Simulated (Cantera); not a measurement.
A closed system holds: 1 mol SiH₂Cl₂, 0.013 mol Cl₂, 6.1 mol N₂, at 1052 °C and 1.20 bar.

Cantera equilibrium calculation (NASA polynomials, part measured and part estimated; ideal gas, pure solids and liquids). Candidate condensed phases: NH₄Cl, Si, Si₃N₄; 28 gas species. N₂ is the only nitrogen source here; it is nearly inert below about 1500 K, so the nitride shown seldom forms there in practice. The tables' values for SiCl₃ are old estimates; treat these amounts as uncertain. Kinetics and transport are ignored.

Base state: N₂ 0.756, HCl 0.157, H₂ 0.0566, SiCl₄ 0.0283, SiCl₃ 0.000801, SiHCl₃ 0.000521, SiCl₂ 0.000123 (mole fractions); condensed: Si₃N₄(s).

What changes in the equilibrium state with this change: SiH₂Cl₂ replaced by Si₃H₈?


| species | before | after |
|---|---|---|
| N₂ | 0.756 | 0.505 |
| H₂ | 0.0566 | 0.491 |
| HCl | 0.157 | 0.00320 |
| SiCl₄ | 0.0283 | <1e-9 |
| SiCl₂ | 0.000123 | 7.72e-9 |
| SiCl₃ | 0.000801 | <1e-9 |
| SiHCl₃ | 0.000521 | <1e-9 |
| NH₃ | 1.58e-6 | 3.30e-5 |
| Si₃N₄(s), mol | 0.260 | 1.00 |
The feed counts by its element totals alone.
